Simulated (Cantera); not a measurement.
**Stirred combustor or abatement burner**

A perfectly stirred reactor is fed with CH4 : C2H6 : O2 : N2 = 1 : 0.076 : 2.29 : 8.61 (molar parts), equivalence ratio 0.99, at 10.9 atm; it is adiabatic with a 650 K inlet, and is followed from long to short residence time, starting on the burning branch (τ in s: 0.13, 0.061, 0.029, 0.013, 0.0062, 0.0029, 0.0013, 0.00063, 0.00029, 0.00014, 6.3e-05, 2.9e-05, 1.4e-05).

Cantera simulation using GRI-Mech 3.0 (53 species, 325 reactions); the numbers are that mechanism's predictions, not measurements.

```json
[
 {"τ (s)": "0.13", "T (K)": "2463", "x CH4": "2.35e-7", "x C2H6": "1.58e-9", "x O2": "0.00607", "x HO2": "2.22e-6", "x OH": "0.00391"},
 {"τ (s)": "0.061", "T (K)": "2463", "x CH4": "4.98e-7", "x C2H6": "3.37e-9", "x O2": "0.00615", "x HO2": "2.25e-6", "x OH": "0.00393"},
 {"τ (s)": "0.029", "T (K)": "2463", "x CH4": "1.03e-6", "x C2H6": "7.05e-9", "x O2": "0.00629", "x HO2": "2.31e-6", "x OH": "0.00397"},
 {"τ (s)": "0.013", "T (K)": "2462", "x CH4": "2.24e-6", "x C2H6": "1.56e-8", "x O2": "0.00657", "x HO2": "2.42e-6", "x OH": "0.00405"},
 {"τ (s)": "0.0062", "T (K)": "2460", "x CH4": "4.49e-6", "x C2H6": "3.25e-8", "x O2": "0.00697", "x HO2": "2.60e-6", "x OH": "0.00416"},
 {"τ (s)": "0.0029", "T (K)": "2455", "x CH4": "9.00e-6", "x C2H6": "6.88e-8", "x O2": "0.00756", "x HO2": "2.91e-6", "x OH": "0.00434"},
 {"τ (s)": "0.0013", "T (K)": "2444", "x CH4": "1.82e-5", "x C2H6": "1.52e-7", "x O2": "0.00846", "x HO2": "3.46e-6", "x OH": "0.00462"},
 {"τ (s)": "0.00063", "T (K)": "2427", "x CH4": "3.32e-5", "x C2H6": "3.12e-7", "x O2": "0.00963", "x HO2": "4.34e-6", "x OH": "0.00499"},
 {"τ (s)": "0.00029", "T (K)": "2399", "x CH4": "6.13e-5", "x C2H6": "6.69e-7", "x O2": "0.0113", "x HO2": "5.98e-6", "x OH": "0.00550"},
 {"τ (s)": "0.00014", "T (K)": "2364", "x CH4": "0.000108", "x C2H6": "1.36e-6", "x O2": "0.0135", "x HO2": "8.63e-6", "x OH": "0.00605"},
 {"τ (s)": "6.3e-5", "T (K)": "2314", "x CH4": "0.000205", "x C2H6": "2.95e-6", "x O2": "0.0165", "x HO2": "1.37e-5", "x OH": "0.00661"},
 {"τ (s)": "2.9e-5", "T (K)": "2251", "x CH4": "0.000407", "x C2H6": "6.45e-6", "x O2": "0.0207", "x HO2": "2.28e-5", "x OH": "0.00684"},
 {"τ (s)": "1.4e-5", "T (K)": "2168", "x CH4": "0.000923", "x C2H6": "1.55e-5", "x O2": "0.0272", "x HO2": "4.08e-5", "x OH": "0.00617"}
]
```
x: mole fraction; the columns are a selection and need not sum to one.
